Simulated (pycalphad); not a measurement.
Source of the numbers: pycalphad with the COST 507 light-alloy database (1999); pressure 1 atm. The database dates from 1999; later assessments differ in places, in temperatures and in the compounds included. Phase fractions are per mole of atoms. Kinetics are ignored, which matters at the lower temperatures.

Question: Give the equilibrium state of Ti-12.12Hf-0.9B (at.%) at 1377 °C.

Answer: BCC_A2, fraction 0.986, with 12.3 Hf, 0.19 B at.%; BM, fraction 0.014, with 1.4 Hf, 50.0 B at.%.

Question: Give the equilibrium state of Ti-12.12Hf-0.9B (at.%) at 677 °C.

Answer: HCP_A3, fraction 0.984, with 12.3 Hf, 0.08 B at.%; BM, fraction 0.016, with 0.70 Hf, 50.0 B at.%.

Database names, with the compositions (at.%) that they take in these runs: BM: Ti 48-50 B 50 Hf 0-2. BCC_A2 is bcc; HCP_A3 is hcp.
